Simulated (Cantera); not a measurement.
An isothermal, constant-pressure homogeneous reactor starts with N₂O : H₂O = 1 : 0.026 (molar parts), at 1100 K and 13300 Pa. Integrator tolerance rtol = 1e-08.

Cantera simulation using GRI-Mech 3.0 (53 species, 325 reactions); the numbers are that mechanism's predictions, not measurements. GRI-Mech 3.0 was tuned for natural gas; its chemistry of N2O as a main component is partial and can be far from experiment. The mechanism lacks the step 2 NO + O2 → 2 NO2, which can matter for NO2 below about 1400 K. The temperature is held fixed by assumption; the heat of reaction is taken as removed at once.

Q: What does this change do: temperature 1100 to 1200 K?

A: 
| quantity | before | after |
|---|---|---|
| x(N₂O) at 40.0 s | 0.525 (gas-phase equilibrium 2.44e-9) | 0.0284 (gas-phase equilibrium 5.22e-9) |
| x(H₂O) at 40.0 s | 0.0215 (gas-phase equilibrium 0.0170) | 0.0173 (gas-phase equilibrium 0.0170) |
| x(H₂) at 40.0 s | 3.93e-9 (gas-phase equilibrium 1.08e-10) | 1.59e-8 (gas-phase equilibrium 1.04e-9) |
| x(H₂O₂) at 40.0 s | 2.35e-9 (gas-phase equilibrium 3.22e-11) | 1.32e-9 (gas-phase equilibrium 8.53e-11) |
| x(NO₂) at 40.0 s | 0.000296 (gas-phase equilibrium 1.26e-6) | 0.000128 (gas-phase equilibrium 1.72e-6) |
| x(H) at 40.0 s | 1.98e-10 (gas-phase equilibrium <1e-12) | 1.12e-9 (gas-phase equilibrium 1.76e-11) |
| x(O₂) at 40.0 s | 0.142 (gas-phase equilibrium 0.328) | 0.291 (gas-phase equilibrium 0.328) |

Q: What does this change do: N2O 1 to 0.12 parts?

A: 
```
quantity                                             before                                      after
-----------------  ----------------------------------------  -----------------------------------------
x(N₂O) at 40.0 s      0.525 (gas-phase equilibrium 2.44e-9)      0.330 (gas-phase equilibrium 2.04e-9)
x(H₂O) at 40.0 s      0.0215 (gas-phase equilibrium 0.0170)        0.147 (gas-phase equilibrium 0.126)
x(H₂) at 40.0 s    3.93e-9 (gas-phase equilibrium 1.08e-10)   3.10e-8 (gas-phase equilibrium 8.50e-10)
x(H₂O₂) at 40.0 s  2.35e-9 (gas-phase equilibrium 3.22e-11)   1.69e-8 (gas-phase equilibrium 2.25e-10)
x(NO₂) at 40.0 s   0.000296 (gas-phase equilibrium 1.26e-6)   0.000413 (gas-phase equilibrium 1.06e-6)
x(H) at 40.0 s      1.98e-10 (gas-phase equilibrium <1e-12)  6.54e-10 (gas-phase equilibrium 2.08e-12)
x(O₂) at 40.0 s         0.142 (gas-phase equilibrium 0.328)        0.166 (gas-phase equilibrium 0.291)
```

Q: What does this change do: H2O 0.026 to 0.015 parts?

A: 
```
quantity                                             before                                     after
-----------------  ----------------------------------------  ----------------------------------------
x(N₂O) at 40.0 s      0.525 (gas-phase equilibrium 2.44e-9)     0.543 (gas-phase equilibrium 2.46e-9)
x(H₂O) at 40.0 s      0.0215 (gas-phase equilibrium 0.0170)    0.0126 (gas-phase equilibrium 0.00990)
x(H₂) at 40.0 s    3.93e-9 (gas-phase equilibrium 1.08e-10)  2.45e-9 (gas-phase equilibrium 6.26e-11)
x(H₂O₂) at 40.0 s  2.35e-9 (gas-phase equilibrium 3.22e-11)  1.43e-9 (gas-phase equilibrium 1.88e-11)
x(NO₂) at 40.0 s   0.000296 (gas-phase equilibrium 1.26e-6)  0.000242 (gas-phase equilibrium 1.28e-6)
x(H) at 40.0 s      1.98e-10 (gas-phase equilibrium <1e-12)   1.62e-10 (gas-phase equilibrium <1e-12)
x(O₂) at 40.0 s         0.142 (gas-phase equilibrium 0.328)       0.139 (gas-phase equilibrium 0.330)
```
